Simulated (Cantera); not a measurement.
A perfectly stirred reactor is fed with NH3 : H2 = 1 : 0.28 (molar parts), at 4600 Pa; it is held at 2100 K, and followed from long to short residence time.

Model: the gas-phase N/H chemistry of the illustrative SiF4/NH3 mechanism in the Surface Chemkin manual (1991), integrated in Cantera. Walls and surfaces, which speed up NH3 decomposition in real reactors, are not modelled.

Question: What does this change do: H2 0.28 to 0.73 parts?

Answer: 
| quantity | before | after |
|---|---|---|
| x(NH3) at τ = 0.410 s | 0.223 | 0.182 |
| x(H2) at τ = 0.410 s | 0.619 | 0.692 |
| x(N) at τ = 0.410 s | 2.15e-6 | 2.16e-6 |
| x(NH) at τ = 0.410 s | 2.50e-5 | 2.34e-5 |
| x(N2) at τ = 0.410 s | 0.156 | 0.125 |
| x(NH3) at τ = 9.00 ms | 0.741 | 0.552 |
| x(H2) at τ = 9.00 ms | 0.246 | 0.438 |
| x(N) at τ = 9.00 ms | 1.32e-6 | 1.60e-6 |
| x(NH) at τ = 9.00 ms | 2.99e-5 | 2.89e-5 |
| x(N2) at τ = 9.00 ms | 0.0105 | 0.00756 |

Question: What does this change do: pressure from 4600 Pa to 120000 Pa?

Answer: 
| quantity | before | after |
|---|---|---|
| x(NH3) at τ = 0.410 s | 0.223 | 0.0204 |
| x(H2) at τ = 0.410 s | 0.619 | 0.764 |
| x(N) at τ = 0.410 s | 2.15e-6 | 1.33e-6 |
| x(NH) at τ = 0.410 s | 2.50e-5 | 8.04e-6 |
| x(N2) at τ = 0.410 s | 0.156 | 0.213 |
| x(NH3) at τ = 9.00 ms | 0.741 | 0.374 |
| x(H2) at τ = 9.00 ms | 0.246 | 0.510 |
| x(N) at τ = 9.00 ms | 1.32e-6 | 1.48e-6 |
| x(NH) at τ = 9.00 ms | 2.99e-5 | 2.35e-5 |
| x(N2) at τ = 9.00 ms | 0.0105 | 0.114 |

Question: What does this change do: H2 0.28 to 0.077 parts?

Answer: 
```
quantity                before    after
---------------------  -------  -------
x(NH3) at τ = 0.410 s    0.223    0.248
x(H2) at τ = 0.410 s     0.619    0.574
x(N) at τ = 0.410 s    2.15e-6  2.13e-6
x(NH) at τ = 0.410 s   2.50e-5  2.59e-5
x(N2) at τ = 0.410 s     0.156    0.176
x(NH3) at τ = 9.00 ms    0.741    0.877
x(H2) at τ = 9.00 ms     0.246    0.108
x(N) at τ = 9.00 ms    1.32e-6  8.31e-7
x(NH) at τ = 9.00 ms   2.99e-5  2.75e-5
x(N2) at τ = 9.00 ms    0.0105   0.0124
```
